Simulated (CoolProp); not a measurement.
Vapour-liquid equilibrium of CHF3 (R23) (1) + isobutane (2) at 556 kPa; x and y are mole fractions of (1).

Computed with CoolProp (multi-fluid Helmholtz-energy mixture model, Penoncello 2003 and Bücker 2006; pair parameters Bell 2016).

Question: Give the bubble temperature and the first vapour's composition at x = 0.55, 0.75, 0.85. Is there an azeotrope?

Answer: x = 0.55: -42.8 °C, y = 0.957; x = 0.75: -43.2 °C, y = 0.959; x = 0.85: -44.0 °C, y = 0.966. No azeotrope shows between x = 0.05 and 0.95.

Pair parameters are fitted to limited data, so mixtures are less certain than the pure fluids. With so large a gap from Raoult's law the liquid may split in two, which this calculation doesn't test in full.
